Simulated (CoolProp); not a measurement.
Vapour-liquid equilibrium of n-heptane (1) + m-xylene (2) at 137.85 °C; x and y are mole fractions of (1).

Values from CoolProp's multi-fluid Helmholtz-energy mixture model, Span 2003 and Zhou 2012; pair parameters Bell 2016.

| x | bubble pressure, mixture model (bar) | bubble pressure, Raoult's law (bar) | y, mixture model | y, Raoult's law |
|---|---|---|---|---|
| 0.05 | 1.107 | 1.074 | 0.153 | 0.132 |
| 0.15 | 1.337 | 1.260 | 0.362 | 0.338 |
| 0.25 | 1.544 | 1.446 | 0.501 | 0.491 |
| 0.35 | 1.734 | 1.632 | 0.605 | 0.609 |
| 0.45 | 1.913 | 1.818 | 0.688 | 0.703 |
| 0.55 | 2.085 | 2.004 | 0.758 | 0.780 |
| 0.65 | 2.253 | 2.190 | 0.819 | 0.843 |
| 0.75 | 2.420 | 2.376 | 0.875 | 0.897 |
| 0.85 | 2.587 | 2.562 | 0.927 | 0.943 |
| 0.95 | 2.756 | 2.748 | 0.976 | 0.982 |

The largest gap from Raoult's law is +6.8 % in bubble pressure, at x = 0.25. No azeotrope shows between x = 0.05 and 0.95.

The pair parameters rest on a limited set of measurements; away from them the model extrapolates.
